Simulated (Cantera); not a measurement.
A Cantera script and its output.

```python
import numpy as np
import cantera as ct

gas = ct.Solution("gri30.yaml")
gas.TPX = 1375, 2300, {'H2': 0.039, 'O2': 1, 'N2': 0.11}
reactor = ct.IdealGasConstPressureReactor(gas, energy="off", clone=False)
net = ct.ReactorNet([reactor])
net.rtol, net.atol = 1e-08, 1e-18
show = ['H2', 'O2', 'NO2', 'H', 'N2O', 'H2O', 'OH']
times = np.geomspace(8e-06, 2, 14)

steps = ct.SolutionArray(gas, extra=["t"])
rows = []
print(f"{'t/s':>10s}{'T/K':>9s}{'P/Pa':>11s}" + "".join(f"{s:>11s}" for s in show))
for t in times:
    while net.time < t:
        t_next = net.step()
        steps.append(gas.state, t=t_next)
    rows.append([np.interp(t, steps.t, y) for y in (steps.T, steps.P, *steps(*show).X.T)])
    print(f"{t:10.3e}{rows[-1][0]:9.1f}{rows[-1][1]:11.4g}" + "".join(f"{x:11.3e}" for x in rows[-1][2:]))
rate = np.gradient(steps.T, steps.t)
print("integrator steps:", len(steps.t))
if steps.T.max() > steps.T[0] + 200:
    print(f"time of steepest temperature rise: {steps.t[rate.argmax()]:.4e} s")
gas.TPX = 1375, 2300, {'H2': 0.039, 'O2': 1, 'N2': 0.11}
gas.equilibrate("TP")
print(f"equilibrium (TP): T = {gas.T:.1f} K  " + "  ".join(f"{s} {gas[s].X[0]:.3e}" for s in show))
```

Result:

```
       t/s      T/K       P/Pa         H2         O2        NO2          H        N2O        H2O         OH
 8.000e-06   1375.0       2300  3.394e-02  8.703e-01  2.652e-28  5.222e-09  2.660e-16  1.001e-10  1.547e-09
 2.081e-05   1375.0       2300  3.394e-02  8.703e-01  1.705e-26  1.044e-08  7.271e-16  1.425e-09  8.010e-09
 5.414e-05   1375.0       2300  3.394e-02  8.703e-01  1.178e-24  2.221e-08  2.145e-15  1.751e-08  3.629e-08
 1.409e-04   1375.0       2300  3.394e-02  8.703e-01  9.458e-23  9.138e-08  7.563e-15  2.346e-07  2.166e-07
 3.664e-04   1375.0       2300  3.393e-02  8.703e-01  1.930e-20  2.382e-06  5.473e-14  9.730e-06  6.180e-06
 9.533e-04   1375.0       2300  1.477e-02  8.545e-01  6.220e-15  3.259e-03  6.407e-11  1.449e-02  6.107e-03
 2.480e-03   1375.0       2300  4.425e-04  8.414e-01  6.534e-13  3.100e-03  1.556e-09  3.004e-02  3.863e-03
 6.452e-03   1375.0       2300  4.015e-04  8.440e-01  2.220e-12  2.659e-03  3.075e-09  3.045e-02  3.688e-03
 1.678e-02   1375.0       2300  3.178e-04  8.493e-01  5.572e-12  1.830e-03  3.694e-09  3.126e-02  3.290e-03
 4.366e-02   1375.0       2300  1.863e-04  8.572e-01  1.172e-11  7.951e-04  4.277e-09  3.246e-02  2.530e-03
 1.136e-01   1375.0       2300  6.820e-05  8.639e-01  2.276e-11  1.715e-04  5.241e-09  3.352e-02  1.537e-03
 2.955e-01   1375.0       2300  1.631e-05  8.669e-01  4.150e-11  1.981e-05  6.248e-09  3.410e-02  7.538e-04
 7.688e-01   1375.0       2300  3.315e-06  8.678e-01  6.215e-11  1.810e-06  6.719e-09  3.435e-02  3.406e-04
 2.000e+00   1375.0       2300  7.243e-07  8.680e-01  9.033e-11  1.851e-07  6.282e-09  3.445e-02  1.595e-04
integrator steps: 1366
equilibrium (TP): T = 1375.0 K  H2 7.519e-08  O2 8.678e-01  NO2 1.125e-06  H 6.237e-09  N2O 1.539e-09  H2O 3.450e-02  OH 5.150e-05
```

Computed with Cantera and GRI-Mech 3.0 (53 species, 325 reactions). Radical loss at walls, strong at low pressure, is not modelled. The temperature is held fixed by assumption; the heat of reaction is taken as removed at once.
